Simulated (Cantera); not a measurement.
## Transport properties of process gases

Gas mixture: 51.5 % N2, 48.5 % CH4, at 9.87 atm, frozen composition.

Cantera's kinetic-theory transport with the Lennard-Jones parameters of GRI-Mech 3.0, ideal gas; thermal conductivity in the multicomponent form. The composition is frozen, though it would react at the higher temperatures.

```tsv
T (K)	ρ (kg/m³)	cp (J/kg/K)	μ (µPa s)	λ (mW/m/K)	Pr	D (cm²/s) O	D (cm²/s) CO2	D (cm²/s) OH
400	6.68	1566	18.8	41.2	0.715	0.0551	0.0283	0.0542
550	4.86	1777	23.6	58.8	0.713	0.0950	0.0498	0.0933
700	3.81	1993	27.9	78.0	0.712	0.143	0.0758	0.140
850	3.14	2189	31.7	97.7	0.711	0.198	0.106	0.194
1000	2.67	2369	35.4	118	0.711	0.259	0.139	0.255
1150	2.32	2517	38.8	137	0.710	0.327	0.177	0.321
1300	2.05	2643	42.0	156	0.710	0.401	0.217	0.394
```
D: mixture-averaged diffusion coefficient of that species in the mixture.
